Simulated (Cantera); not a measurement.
# N2O furnace oxynitridation

An isothermal, constant-pressure homogeneous reactor starts with N₂O : H₂ : N₂ = 1 : 0.036 : 4.2 (molar parts), at 1025 K and 1.00 bar.

Model: GRI-Mech 3.0 (53 species, 325 reactions), integrated in Cantera. GRI-Mech 3.0 was tuned for natural gas; its chemistry of N2O as a main component is partial and can be far from experiment. The mechanism lacks the step 2 NO + O2 → 2 NO2, which can matter for NO2 below about 1400 K. The temperature is held fixed by assumption; the heat of reaction is taken as removed at once.

```csv
t (s),x N₂O,x H₂,x H₂O₂,x H,x OH,x NO,x H₂O
0.00100,0.191,0.00685,1.24e-10,5.88e-7,4.25e-7,2.43e-7,2.46e-5
0.00207,0.191,0.00677,8.40e-10,1.12e-6,8.15e-7,8.76e-7,0.000100
0.00429,0.191,0.00649,3.92e-9,1.94e-6,1.48e-6,2.84e-6,0.000383
0.00888,0.190,0.00561,1.17e-8,2.49e-6,2.18e-6,7.22e-6,0.00125
0.0184,0.188,0.00387,1.91e-8,1.93e-6,2.43e-6,1.38e-5,0.00300
0.0381,0.186,0.00181,1.95e-8,8.10e-7,2.16e-6,2.07e-5,0.00506
0.0788,0.184,0.000545,1.14e-8,1.65e-7,1.45e-6,2.65e-5,0.00632
0.163,0.184,0.000112,4.82e-9,2.10e-8,9.11e-7,3.35e-5,0.00676
0.338,0.183,1.19e-5,2.76e-9,1.64e-9,6.92e-7,4.46e-5,0.00686
0.700,0.182,2.09e-7,2.52e-9,1.01e-10,6.80e-7,6.89e-5,0.00687
1.45,0.181,3.07e-9,2.74e-9,6.27e-11,7.46e-7,0.000129,0.00686
3.00,0.177,1.42e-9,3.08e-9,5.76e-11,8.14e-7,0.000258,0.00685
```
x: mole fraction; the columns are a selection and need not sum to one.

Equilibrium at this temperature and pressure: N₂O 2.41e-9, H₂ 3.95e-12, H₂O₂ 7.03e-12, H <1e-12, OH 3.71e-8, NO 2.80e-5, H₂O 0.00630 (gas phase only).
